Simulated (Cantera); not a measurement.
A freely propagating, adiabatic, planar premixed flame of 14.0 % H₂, 14.0 % O₂, 52.5 % N₂, 19.6 % H₂O, unburnt at 723 K and 0.700 bar; mixture-averaged transport, grid criteria slope 0.08 and curve 0.16, no radiation.

Cantera simulation using the H2/O2 subset of GRI-Mech 3.0, which has no nitrogen chemistry; the numbers are that mechanism's predictions, not measurements. Burning velocities carry a grid error of a few per cent, more on coarse grids. Lean hydrogen flames are cellular in practice and burn faster than this planar one.

Problem. Predict: laminar burning velocity; thermal thickness; peak x(H₂O₂); peak x(H); peak x(HO₂).

Solution. 
| Item | Value |
|---|---|
| laminar burning velocity | 284 cm/s |
| thermal thickness | 0.671 mm |
| peak x(H₂O₂) | 2.60e-5 |
| peak x(H) | 0.00639 |
| peak x(HO₂) | 0.000288 |
